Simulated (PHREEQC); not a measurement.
Consider water at 80 °C with 30 mmol/kgw Na2CO3 and 0.079 mmol/kgw MgSO4. Closed to the air; pH follows from the charge balance.

Computed with PHREEQC (ion-association model, phreeqc.dat).

Precipitation was switched off in this run.

### Question
Order these S species by the share of S that they hold, largest first: MgSO4, SO4-2, NaSO4-.

### Answer
SO4-2 (89 %), NaSO4- (10 %), MgSO4 (0.21 %)

### Question
Order these Mg species by the share of Mg that they hold, largest first: MgSO4, Mg+2, MgOH+, MgHCO3+, MgCO3.

### Answer
MgCO3 (51 %), MgOH+ (29 %), Mg+2 (19 %), MgHCO3+ (0.63 %), MgSO4 (0.21 %)

The pH is 10.06 and the ionic strength 0.0457 mol/kgw. Away from 25 °C the constants follow the database's enthalpies or fits; those with neither stay at their 25 °C values.
